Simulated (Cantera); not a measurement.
Cantera run:

```python
import numpy as np
import cantera as ct

gas_names = """
    Ba BaF BaF2 BaOH BaO2H2 F FO FO2 F2 F2O H HF HOF HO2 H2 H2F2 H2O H2O2 H3F3 H4F4 H5F5 H6F6 H7F7 O OH
    O2 O3
""".split()
cond_names = """
    Ba(cr) Ba(L) BaF2(a) BaF2(b,c) BaF2(L) BaO(s) BaO(L) BaO2H2(s) BaO2H2(L) H2O(s) H2O(L)
""".split()


# ... load() reads the species with a 1 bar reference pressure and builds the phases ...
atoms = {
    'BaF2': {'Ba': 1, 'F': 2},
    'O2': {'O': 2},
    'H2': {'H': 2},
    'H2O': {'H': 2, 'O': 1},
}
top_T = {}  # K; cautious upper limits of use, not melting points


# ... equilibrate(T, P, feed) seeds the gas with the atoms and calls Mixture.equilibrate('TP', solver="vcs", rtol=1e-11, max_steps=5000) ...
results = []
feed = {'BaF2': 1, 'O2': 0.47, 'H2': 5.3, 'H2O': 14}  # mol
P = 10000  # Pa
for T in [1325, 1375, 1425, 1475, 1525, 1575, 1625, 1675, 1725, 1775, 1825]:
    mix = equilibrate(T, P, feed)
    results.append((T, P, feed, dict(zip(mix.species_names, mix.species_moles))))

top = {s: max(r[3][s] / sum(r[3][g] for g in gas_names) for r in results) for s in gas_names}
cols = sorted((s for s in top if top[s] > 1e-06), key=lambda s: -top[s])[:7]
seen = [c for c in cond_names if any(r[3].get(c, 0) > 1e-12 for r in results)]
print("log10 of partial pressures in bar; condensed amounts in mol")
print(f"{'T/K':>10s}" + "".join(f"{s[:9]:>10s}" for s in cols + seen))
for T, P, feed, n in results:
    ng = sum(n[g] for g in gas_names)
    print(f"{T:10.4g}" + "".join(f"{np.log10(max(n[s] / ng * P / 1e5, 1e-99)):10.3f}" for s in cols)
          + "".join(f"{n.get(c, 0):10.4g}" for c in seen))
```

Result:

```
log10 of partial pressures in bar; condensed amounts in mol
       T/K       H2O        H2      BaF2        HF    BaO2H2         H       BaF   BaF2(a) BaF2(b,c)   BaF2(L)    BaO(s)
      1325    -1.112    -1.646    -6.169    -4.199    -4.820    -6.609    -8.441    0.9938         0         0  0.003182
      1375    -1.112    -1.646    -5.645    -3.957    -4.593    -6.288    -7.867    0.9889         0         0  0.005716
      1425    -1.112    -1.647    -5.163    -3.734    -4.382    -5.989    -7.337    0.9809         0         0   0.00978
      1475    -1.113    -1.647    -4.717    -3.528    -4.187    -5.710    -6.845    0.9676         0         0   0.01605
      1525    -1.114    -1.647    -4.307    -3.338    -4.006    -5.450    -6.389         0     0.946         0   0.02526
      1575    -1.116    -1.648    -3.925    -3.161    -3.838    -5.205    -5.964         0    0.9099         0   0.03849
      1625    -1.119    -1.650    -3.569    -2.996    -3.681    -4.976    -5.567         0    0.8492         0   0.05702
      1675    -1.123    -1.652    -3.252    -2.850    -3.536    -4.761    -5.203         0         0    0.7521   0.07993
      1725    -1.128    -1.656    -2.962    -2.718    -3.402    -4.559    -4.865         0         0    0.5951    0.1083
      1775    -1.137    -1.662    -2.691    -2.595    -3.279    -4.369    -4.547         0         0    0.3362    0.1443
      1825    -1.147    -1.670    -2.479    -2.502    -3.166    -4.191    -4.269         0         0         0    0.1729
```

These are equilibrium values from Cantera (NASA tables, ideal gas, pure condensed phases), not measurements of a reactor. Mutual solubility and eutectic melting of coexisting phases are not modelled.
